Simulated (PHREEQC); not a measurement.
Make-up at 25 °C: 0.006 mol FeSO4, 0.028 mol MgSO4, 0.00062 mol HCl and 4.9e-05 mol Na2SO4 per kg of water. Closed to the air; pH follows from the charge balance.

Model: ion-association model, phreeqc.dat, run in PHREEQC.

This is a speciation only: nothing precipitates in the calculation.

Problem. Predict the pH, ionic strength.

Solution. pH 3.54; ionic strength 0.0784 mol/kgw.

Problem. In which forms is Na present?

Solution. Na+ 96 %, NaSO4- 3.7 % of the Na.
